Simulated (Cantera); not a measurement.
**Catalytic combustion on Pt**

An isothermal plug-flow reactor at 800 K and 5.00 bar (inlet), inlet velocity 1.1 m/s, active area per volume 130 1/m; feed 1.18 % CO, 4.65 % O2, 94.2 % N2, equivalence ratio 0.13.

Computed with Cantera and Deutschmann's 1995 Pt surface mechanism with GRI-Mech 3.0 gas chemistry. Catalytic surfaces can have several steady states; this one follows from the mechanism file's or the stated starting coverage. Mass transfer to the wall is taken as infinitely fast.

```tsv
z (m)	x CO	x O2	x H2O	x CO2	θ free Pt	θ O*	θ CO*
6e-05	0.0118	0.0465	<1e-12	3.89e-5	0.0818	0.0121	0.906
0.00013	0.0117	0.0464	<1e-12	8.45e-5	0.0820	0.0121	0.906
0.00028	0.0116	0.0464	<1e-12	0.000183	0.0824	0.0122	0.905
0.0006	0.0114	0.0463	<1e-12	0.000395	0.0832	0.0125	0.904
0.0013	0.0109	0.0461	<1e-12	0.000876	0.0854	0.0131	0.902
0.0028	0.00982	0.0455	<1e-12	0.00199	0.0910	0.0148	0.894
0.006	0.00677	0.0441	<1e-12	0.00506	0.115	0.0240	0.861
```
x: gas mole fraction; θ: surface coverage.
